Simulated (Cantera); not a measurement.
Stirred combustor or abatement burner

A perfectly stirred reactor is fed with 2.10 % C3H8, 20.5 % O2, 77.4 % N2, equivalence ratio 0.51, at 81000 Pa; it is adiabatic with a 450 K inlet, and is followed from long to short residence time, starting on the burning branch (τ in s: 0.04, 0.018, 0.008, 0.0036, 0.0016, 0.00071, 0.00032, 0.00014, 6.3e-05, 2.8e-05, 1.3e-05).

Detailed kinetics in Cantera: GRI-Mech 3.0 (53 species, 325 reactions). GRI-Mech 3.0 was tuned for natural gas; its chemistry of propane as a main component is partial and can be far from experiment.

```csv
τ (s),T (K),x C3H8,x O2,x NO,x CH2O,x H2,x CH3,x O
0.040,1635,2.91e-6,0.0985,6.49e-6,1.91e-6,0.000146,1.99e-6,0.000348
0.018,1626,4.79e-6,0.0987,5.20e-6,3.40e-6,0.000238,3.14e-6,0.000560
0.0080,1613,7.95e-6,0.0990,4.19e-6,6.17e-6,0.000386,4.99e-6,0.000884
0.0036,1592,1.34e-5,0.0996,3.51e-6,1.13e-5,0.000604,8.07e-6,0.00132
0.0016,1559,2.43e-5,0.101,2.90e-6,2.16e-5,0.000923,1.39e-5,0.00183
0.00071,1506,5.16e-5,0.104,1.98e-6,4.55e-5,0.00139,2.74e-5,0.00213
0.00032,450,0.0210,0.205,<1e-12,<1e-12,<1e-12,<1e-12,<1e-12
0.00014,450,0.0210,0.205,<1e-12,<1e-12,<1e-12,<1e-12,<1e-12
6.3e-5,450,0.0210,0.205,<1e-12,<1e-12,<1e-12,<1e-12,<1e-12
2.8e-5,450,0.0210,0.205,<1e-12,<1e-12,<1e-12,<1e-12,<1e-12
1.3e-5,450,0.0210,0.205,<1e-12,<1e-12,<1e-12,<1e-12,<1e-12
```
x: mole fraction; the columns are a selection and need not sum to one.
